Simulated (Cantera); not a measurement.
# Ignition delay

Mixture: 3.63 % CH4, 0.349 % H2, 14.3 % O2, 78.8 % N2, 2.87 % H2O, equivalence ratio 0.52, at 1.00 bar, adiabatic and at constant pressure. Ignition delay is the time to a rise of 400 K.

Cantera simulation using GRI-Mech 3.0 (53 species, 325 reactions); the numbers are that mechanism's predictions, not measurements.

| T0 (K) | delay (ms) |
|---|---|
| 1050 | 102 |
| 1100 | 58.7 |
| 1150 | 33.2 |
| 1200 | 18.7 |
| 1250 | 10.6 |
| 1300 | 6.07 |

apparent activation energy between 1200 and 1300 K: 150 kJ/mol
